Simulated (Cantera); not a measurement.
## Sublimation and decomposition of ceramics: AlN + N2

Input: 1 mol AlN, 7.4 mol N2, held at 2273.15 K and 420 Pa.

These are equilibrium values from Cantera (NASA tables, ideal gas, pure condensed phases), not measurements of a reactor. Candidate condensed phases: Al, AlN; 5 gas species. Equilibrium is a limit: real reactors are often held back by kinetics, nucleation or transport.

```
Property                              Value
--------------------------------  ---------
x(N2)                                 0.888
x(Al)                                 0.112
x(Al2)                              4.62e-6
gas amount                        8.900 mol
log10 activity of Al(l) (absent)      -2.05
```
